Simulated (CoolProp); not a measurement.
R123 along the isotherm 411.6 K: fugacity coefficient from the reference equation and from simpler models built on Tc = 456.8 K, pc = 3662 kPa, ω = 0.282; each cubic takes its own stable root.

Computed with CoolProp (reference Helmholtz-energy equation of state, Younglove 1994). It is a modified Benedict-Webb-Rubin equation, recast in Helmholtz form.

```
p (kPa)   phase  reference  van der Waals  Redlich-Kwong  Peng-Robinson
-------  ------  ---------  -------------  -------------  -------------
17.4        gas     0.9976         0.9982         0.9978         0.9975
35.7        gas     0.9952         0.9963         0.9955         0.9949
73.2        gas     0.9901         0.9924         0.9908         0.9896
150         gas     0.9797         0.9844         0.9813         0.9787
309         gas     0.9583         0.9679         0.9615         0.9563
634         gas     0.9148         0.9342         0.9214         0.9110
1300        gas     0.8261         0.8651         0.8400         0.8199
2670     liquid     0.5125         0.6806         0.5808         0.5101
5490     liquid     0.2785         0.3956         0.3227         0.2778
```
